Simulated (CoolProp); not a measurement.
Propane at several states: density (kg/m³) from the reference equation and from simpler models built on Tc = 369.9 K, pc = 4251 kPa, ω = 0.152; each cubic takes its own stable root.

Computed with CoolProp (reference Helmholtz-energy equation of state, Lemmon 2009).

```json
[
 {"T (K)": "207.5", "p (kPa)": "13.7", "phase": "gas", "reference": "0.3526", "van der Waals": "0.3514", "Redlich-Kwong": "0.3520", "Soave-Redlich-Kwong": "0.3521", "Peng-Robinson": "0.3522"},
 {"T (K)": "170.1", "p (kPa)": "5130", "phase": "liquid", "reference": "650.0", "van der Waals": "[?]", "Redlich-Kwong": "611.2", "Soave-Redlich-Kwong": "[?]", "Peng-Robinson": "689.1"},
 {"T (K)": "124.2", "p (kPa)": "37", "phase": "liquid", "reference": "[?]", "van der Waals": "433.0", "Redlich-Kwong": "645.6", "Soave-Redlich-Kwong": "644.3", "Peng-Robinson": "[?]"},
 {"T (K)": "287.2", "p (kPa)": "536", "phase": "gas", "reference": "11.06", "van der Waals": "[?]", "Redlich-Kwong": "10.93", "Soave-Redlich-Kwong": "10.99", "Peng-Robinson": "11.06"},
 {"T (K)": "94.3", "p (kPa)": "39.1", "phase": "liquid", "reference": "724.0", "van der Waals": "447.5", "Redlich-Kwong": "665.8", "Soave-Redlich-Kwong": "662.7", "Peng-Robinson": "[?]"},
 {"T (K)": "389.7", "p (kPa)": "3500", "phase": "gas", "reference": "67.06", "van der Waals": "65.82", "Redlich-Kwong": "67.35", "Soave-Redlich-Kwong": "[?]", "Peng-Robinson": "69.15"}
]
```

### Question
Complete the blanks.

### Answer

- 170.1, van der Waals: 413.9
- 170.1, Soave-Redlich-Kwong: 613.6
- 124.2, reference: 693.6
- 124.2, Peng-Robinson: 721.8
- 287.2, van der Waals: 10.67
- 94.3, Peng-Robinson: 740.9
- 389.7, Soave-Redlich-Kwong: 66.66
